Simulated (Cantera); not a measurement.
# Thermal oxidation and active oxidation of silicon: Si + CO2 + H2 + N2O

Feed: 1 mol Si, 0.48 mol CO2, 3.3 mol H2, 0.096 mol N2O, held at 75.0 Torr.

Cantera equilibrium calculation (NASA polynomials, part measured and part estimated; ideal gas, pure solids and liquids). Candidate condensed phases: C, C6H6, C7H8, C8H18, H2O, Si, SiC, SiO2, Si2N2O, Si3N4; 151 gas species. Mutual solubility and eutectic melting of coexisting phases are not modelled. The tables hold silica as quartz up to 1696 K and as liquid above; real silica turns to tridymite and cristobalite and melts near 1996 K. Gases not in the tables: Si2H6 and higher silanes. Kinetics and transport are ignored.

```json
[
 {"T (°C)": "1200", "x H2": "0.970", "x SiO": "0.000431", "x CO": "0.0297", "x N2": "0.000150", "n SiC(s)": "0.379", "n SiO2(β-quartz)": "0.429", "n Si2N2O(s)": "0.0955", "n SiO2(condensed)": "0"},
 {"T (°C)": "1250", "x H2": "0.968", "x SiO": "0.00154", "x CO": "0.0300", "x N2": "0.000185", "n SiC(s)": "0.378", "n SiO2(β-quartz)": "0.426", "n Si2N2O(s)": "0.0954", "n SiO2(condensed)": "0"},
 {"T (°C)": "1300", "x H2": "0.964", "x SiO": "0.00504", "x CO": "0.0310", "x N2": "0.000230", "n SiC(s)": "0.374", "n SiO2(β-quartz)": "0.419", "n Si2N2O(s)": "0.0952", "n SiO2(condensed)": "0"},
 {"T (°C)": "1350", "x H2": "0.951", "x SiO": "0.0150", "x CO": "0.0339", "x N2": "0.000299", "n SiC(s)": "0.362", "n SiO2(β-quartz)": "0.396", "n Si2N2O(s)": "0.0950", "n SiO2(condensed)": "0"},
 {"T (°C)": "1400", "x H2": "0.918", "x SiO": "0.0401", "x CO": "0.0411", "x N2": "0.000427", "n SiC(s)": "0.332", "n SiO2(β-quartz)": "0.335", "n Si2N2O(s)": "0.0945", "n SiO2(condensed)": "0"},
 {"T (°C)": "1450", "x H2": "0.846", "x SiO": "0.0959", "x CO": "0.0572", "x N2": "0.000699", "n SiC(s)": "0.257", "n SiO2(β-quartz)": "0", "n Si2N2O(s)": "0.0933", "n SiO2(condensed)": "0.183"},
 {"T (°C)": "1500", "x H2": "0.771", "x SiO": "0.153", "x CO": "0.0730", "x N2": "0.00182", "n SiC(s)": "0.168", "n SiO2(β-quartz)": "0", "n Si2N2O(s)": "0.0882", "n SiO2(condensed)": "0"},
 {"T (°C)": "1550", "x H2": "0.762", "x SiO": "0.160", "x CO": "0.0695", "x N2": "0.00713", "n SiC(s)": "0.179", "n SiO2(β-quartz)": "0", "n Si2N2O(s)": "0.0651", "n SiO2(condensed)": "0"},
 {"T (°C)": "1600", "x H2": "0.740", "x SiO": "0.177", "x CO": "0.0602", "x N2": "0.0215", "n SiC(s)": "0.212", "n SiO2(β-quartz)": "0", "n Si2N2O(s)": "0", "n SiO2(condensed)": "0"},
 {"T (°C)": "1650", "x H2": "0.739", "x SiO": "0.177", "x CO": "0.0602", "x N2": "0.0215", "n SiC(s)": "0.211", "n SiO2(β-quartz)": "0", "n Si2N2O(s)": "0", "n SiO2(condensed)": "0"},
 {"T (°C)": "1700", "x H2": "0.738", "x SiO": "0.176", "x CO": "0.0602", "x N2": "0.0215", "n SiC(s)": "0.211", "n SiO2(β-quartz)": "0", "n Si2N2O(s)": "0", "n SiO2(condensed)": "0"}
]
```
x: gas mole fraction; n: condensed amount in mol.

From 1200 °C to 1400 °C the condensed part is SiC(s) + SiO2(β-quartz) + Si2N2O(s). At 1450 °C the condensed part is SiC(s) + SiO2(condensed) + Si2N2O(s). From 1500 °C to 1550 °C the condensed part is SiC(s) + Si2N2O(s). From 1600 °C to 1700 °C the condensed part is SiC(s). The main Si-bearing gas is SiO throughout.
